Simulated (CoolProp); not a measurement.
Vapour-liquid equilibrium of isohexane (1) + benzene (2) at 347.9 K; x and y are mole fractions of (1).

Computed with CoolProp (multi-fluid Helmholtz-energy mixture model, Lemmon 2006 and Thol 2012; pair parameters Bell 2016).

Problem. Give the bubble pressure and the first vapour's composition at x = 0.05, 0.5, 0.8. Is there an azeotrope?

Solution. x = 0.05: 94.84 kPa, y = 0.136; x = 0.5: 136.4 kPa, y = 0.628; x = 0.8: 150.4 kPa, y = 0.843. No azeotrope shows between x = 0.05 and 0.95.

Pair parameters are fitted to limited data, so mixtures are less certain than the pure fluids.
